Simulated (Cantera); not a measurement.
A Cantera script and its output.

```python
import numpy as np
import cantera as ct

gas = ct.Solution("gri30.yaml")
gas.TPX = 1298, 1333, {'H2': 0.2, 'O2': 1, 'N2': 1.5}
reactor = ct.IdealGasConstPressureReactor(gas, energy="off", clone=False)
net = ct.ReactorNet([reactor])
net.rtol, net.atol = 1e-08, 1e-18
show = ['H2', 'O2', 'OH', 'N2O', 'HO2']
times = np.geomspace(5e-06, 2, 14)

steps = ct.SolutionArray(gas, extra=["t"])
rows = []
print(f"{'t/s':>10s}{'T/K':>9s}{'P/Pa':>11s}" + "".join(f"{s:>11s}" for s in show))
for t in times:
    while net.time < t:
        t_next = net.step()
        steps.append(gas.state, t=t_next)
    rows.append([np.interp(t, steps.t, y) for y in (steps.T, steps.P, *steps(*show).X.T)])
    print(f"{t:10.3e}{rows[-1][0]:9.1f}{rows[-1][1]:11.4g}" + "".join(f"{x:11.3e}" for x in rows[-1][2:]))
rate = np.gradient(steps.T, steps.t)
print("integrator steps:", len(steps.t))
if steps.T.max() > steps.T[0] + 200:
    print(f"time of steepest temperature rise: {steps.t[rate.argmax()]:.4e} s")
gas.TPX = 1298, 1333, {'H2': 0.2, 'O2': 1, 'N2': 1.5}
gas.equilibrate("TP")
print(f"equilibrium (TP): T = {gas.T:.1f} K  " + "  ".join(f"{s} {gas[s].X[0]:.3e}" for s in show))
```

Result:

```
       t/s      T/K       P/Pa         H2         O2         OH        N2O        HO2
 5.000e-06   1298.0       1333  7.407e-02  3.704e-01  2.218e-11  3.401e-17  6.981e-10
 1.349e-05   1298.0       1333  7.407e-02  3.704e-01  1.489e-10  9.468e-17  1.883e-09
 3.638e-05   1298.0       1333  7.407e-02  3.704e-01  8.987e-10  2.772e-16  5.079e-09
 9.812e-05   1298.0       1333  7.407e-02  3.704e-01  4.851e-09  9.144e-16  1.370e-08
 2.647e-04   1298.0       1333  7.407e-02  3.704e-01  3.535e-08  3.842e-15  3.699e-08
 7.139e-04   1298.0       1333  7.407e-02  3.704e-01  1.686e-06  3.955e-14  1.055e-07
 1.925e-03   1298.0       1333  2.938e-02  3.430e-01  6.971e-03  2.447e-10  1.684e-06
 5.194e-03   1298.0       1333  3.036e-03  3.227e-01  5.169e-03  3.634e-09  1.784e-06
 1.401e-02   1298.0       1333  2.732e-03  3.256e-01  4.925e-03  4.251e-09  1.791e-06
 3.778e-02   1298.0       1333  2.021e-03  3.316e-01  4.272e-03  4.992e-09  1.765e-06
 1.019e-01   1298.0       1333  9.120e-04  3.397e-01  2.898e-03  7.057e-09  1.519e-06
 2.749e-01   1298.0       1333  1.980e-04  3.445e-01  1.357e-03  1.141e-08  8.345e-07
 7.415e-01   1298.0       1333  3.013e-05  3.458e-01  5.311e-04  1.609e-08  2.467e-07
 2.000e+00   1298.0       1333  5.271e-06  3.460e-01  2.227e-04  1.856e-08  5.976e-08
integrator steps: 1338
equilibrium (TP): T = 1298.0 K  H2 9.549e-08  O2 3.459e-01  OH 3.008e-05  N2O 2.827e-09  HO2 1.592e-08
```

Cantera simulation using GRI-Mech 3.0 (53 species, 325 reactions); the numbers are that mechanism's predictions, not measurements. Radical loss at walls, strong at low pressure, is not modelled. The temperature is held fixed by assumption; the heat of reaction is taken as removed at once.
